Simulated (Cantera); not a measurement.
A Cantera script and what it prints.

```python
import numpy as np
import cantera as ct

gas_names = """
    AL ALH ALI ALI3 ALN AL2 AL2I6 H HI H2 I I2 N NH NH2 NH3 N2 N2H2 N2H4
""".split()
cond_names = """
    AL(cr) AL(L) ALI3(s) ALI3(L) ALN(s) I2(cr) I2(L)
""".split()


# ... load() reads the species with a 1 bar reference pressure and builds the phases ...
atoms = {
    'AlN': {'AL': 1, 'N': 1},
    'I2': {'I': 2},
    'H2': {'H': 2},
}
top_T = {'ALN(s)': 2750}  # K; cautious upper limits of use, not melting points


# ... equilibrate(T, P, feed) seeds the gas with the atoms and calls Mixture.equilibrate('TP', solver="vcs", rtol=1e-11, max_steps=5000) ...
results = []
feed = {'AlN': 1, 'I2': 1.2, 'H2': 0.042}  # mol
T = 873  # K
P = 101325  # Pa
mix = equilibrate(T, P, feed)
results.append((T, P, feed, dict(zip(mix.species_names, mix.species_moles))))
x = sorted(zip(gas.X, gas.species_names), reverse=True)
print(f"T = {T:g} K  P = {P:g} Pa  gas = {mix.phase_moles(0):.4g} mol")
print("   x: " + "  ".join(f"{s} {v:.3e}" for v, s in x if v > 0.001))
print("   condensed (mol): " + ("  ".join(f"{mix.phase(i).name} {mix.phase_moles(i):.4g}"
      for i in range(1, mix.n_phases) if mix.phase_moles(i) > 1e-12) or "none"))
```

It prints:

```
T = 873 K  P = 101325 Pa  gas = 1.225 mol
   x: ALI3 5.512e-01  N2 2.914e-01  I2 7.090e-02  HI 6.528e-02  AL2I6 1.574e-02  I 3.829e-03  H2 1.642e-03
   condensed (mol): ALN(s) 0.2861
```

Cantera equilibrium calculation (NASA polynomials, part measured and part estimated; ideal gas, pure solids and liquids).
